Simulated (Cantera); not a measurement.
Input: 1 mol Fe(CO)₅, 1.7 mol N₂, at 1198.15 K and 1 atm.

These are equilibrium values from Cantera (NASA tables, ideal gas, pure condensed phases), not measurements of a reactor. Candidate condensed phases: C, Fe, Fe(CO)₅, FeO, Fe₂O₃, Fe₃O₄; 27 gas species. Condensed phases not in the tables: cementite and carbon dissolved in iron. Rates play no part.

Base state: CO 0.733, N₂ 0.256, CO₂ 0.0106 (mole fractions); condensed: C(graphite) + Fe(γ).

Problem. What changes in the equilibrium state with this change: N₂ from 1.7 to 0.19 mol?

Solution. 
| species | before | after |
|---|---|---|
| CO | 0.733 | 0.945 |
| N₂ | 0.256 | 0.0373 |
| CO₂ | 0.0106 | 0.0176 |
| C(graphite), mol | 0.0700 | 0.0896 |
| Fe(γ), mol | 1.00 | 1.00 |

Problem. What changes in the equilibrium state with this change: pressure from 1 atm to 7.10 mbar?

Solution. 
| species | before | after |
|---|---|---|
| CO | 0.733 | 0.746 |
| N₂ | 0.256 | 0.254 |
| CO₂ | 0.0106 | 7.67e-5 |
| C(graphite), mol | 0.0700 | 0.000514 |
| Fe(γ), mol | 1.00 | 1.00 |
